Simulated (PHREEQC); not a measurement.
A solution holds 0.0017 mol K2SiO3, 0.085 mol CuCl2 and 0.00022 mol CaBr2 per kg of water, at 20 °C. It is in equilibrium with CO2 at log p = -1 (atm). Otherwise closed; pH follows from the charge balance.

All values are PHREEQC results (ion-association model, wateq4f.dat), not measurements.

```yaml
pH: 4.96
ionic_strength: 0.237 mol/kgw
total_alkalinity: 3.40 meq/kg
```

```
species     molality  activity   log γ
----------  --------  --------  ------
Cl-            0.162     0.113  -0.154
Cu+2          0.0738    0.0232  -0.503
CuCl+        0.00778   0.00551  -0.150
CO2          0.00371   0.00392   0.024
K+           0.00340   0.00238  -0.154
CuHCO3+      0.00229   0.00170  -0.130
H4SiO4       0.00170   0.00179   0.024
Br-         0.000440  0.000327  -0.130
Cu2(OH)2+2  0.000379  0.000115  -0.518
CuCl2       0.000300  0.000317   0.024
Ca+2        0.000220   6.82e-5  -0.509
HCO3-       0.000198  0.000146  -0.132
CuCO3        6.56e-5   6.93e-5   0.024
```

This is a speciation only: nothing precipitates in the calculation. Examples of supersaturated solids here: Atacamite, Malachite. Others may be too. Species that the database lacks are ignored.
